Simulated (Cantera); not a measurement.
Cantera run, input and output.

```python
import numpy as np
import cantera as ct

gas = ct.Solution("h2o2.yaml")
gas.TPX = 650, 270000, {'H2': 1, 'O2': 0.962, 'N2': 3.17}
flame = ct.FreeFlame(gas, width=0.02)
flame.set_refine_criteria(ratio=3, slope=0.08, curve=0.16)
flame.transport_model = "unity-Lewis-number"
flame.solve(loglevel=0, auto=True)
z, T = flame.grid, flame.T
thick = (T[-1] - T[0]) / np.gradient(T, z).max()
show = ['H2', 'O2', 'O', 'H2O', 'H2O2', 'OH']
print(f"laminar burning velocity  {flame.velocity[0] * 100:.3f} cm/s")
print(f"burnt temperature         {T[-1]:.1f} K")
print(f"thermal thickness         {thick * 1e3:.4f} mm")
print(f"grid points               {len(z)}")
z0 = z[flame.heat_release_rate.argmax()]
print(f"{'z/mm':>9s}{'T/K':>9s}{'u/(m/s)':>9s}" + "".join(f"{s:>11s}" for s in show))
rows = []
for k in (-3, -2, -1.5, -1, -0.5, -0.25, 0, 0.25, 0.5, 1, 2, 4, 8):
    zz = z0 + k * thick
    rows.append([k * thick, np.interp(zz, z, T), np.interp(zz, z, flame.velocity),
                 *(np.interp(zz, z, flame.X[gas.species_index(s)]) for s in show)])
    print(f"{rows[-1][0] * 1e3:9.3f}{rows[-1][1]:9.1f}{rows[-1][2]:9.3f}" + "".join(f"{x:11.3e}" for x in rows[-1][3:]))
```

It prints:

```
laminar burning velocity  406.015 cm/s
burnt temperature         2077.7 K
thermal thickness         0.0873 mm
grid points               108
     z/mm      T/K  u/(m/s)         H2         O2          O        H2O       H2O2         OH
   -0.262    650.0    4.060  1.949e-01  1.875e-01  5.461e-11  1.889e-06  3.939e-09  2.562e-12
   -0.175    650.2    4.061  1.948e-01  1.874e-01  2.694e-09  2.326e-05  4.839e-08  1.288e-10
   -0.131    651.0    4.066  1.947e-01  1.874e-01  3.358e-08  1.239e-04  2.562e-07  1.715e-09
   -0.087    658.6    4.112  1.939e-01  1.870e-01  8.397e-07  1.083e-03  2.145e-06  7.548e-08
   -0.044    771.8    4.783  1.804e-01  1.806e-01  7.015e-05  1.570e-02  1.912e-05  7.982e-05
   -0.022   1032.6    6.290  1.430e-01  1.636e-01  9.520e-04  5.443e-02  2.649e-05  1.035e-03
    0.000   1375.6    8.187  7.511e-02  1.315e-01  5.640e-03  1.194e-01  1.387e-05  5.083e-03
    0.022   1609.4    9.415  2.899e-02  1.068e-01  1.116e-02  1.647e-01  5.615e-06  1.046e-02
    0.044   1739.0   10.071  1.465e-02  9.855e-02  1.193e-02  1.824e-01  3.229e-06  1.272e-02
    0.087   1866.4   10.702  8.280e-03  9.627e-02  8.696e-03  1.942e-01  1.794e-06  1.289e-02
    0.175   1965.6   11.184  4.489e-03  9.659e-02  4.712e-03  2.027e-01  1.057e-06  1.087e-02
    0.349   2027.9   11.485  1.985e-03  9.745e-02  2.065e-03  2.087e-01  6.352e-07  7.829e-03
    0.699   2059.3   11.635  7.878e-04  9.825e-02  8.226e-04  2.120e-01  3.954e-07  5.153e-03
```

Computed with Cantera and the H2/O2 subset of GRI-Mech 3.0, which has no nitrogen chemistry. The hydrogen kinetics of GRI-Mech 3.0 are dated; newer H2 mechanisms differ, most at raised pressure. Unity Lewis numbers drop preferential diffusion, which matters most where H2 and H carry the flame. Burning velocities carry a grid error of a few per cent, more on coarse grids. Lean hydrogen flames are cellular in practice and burn faster than this planar one.
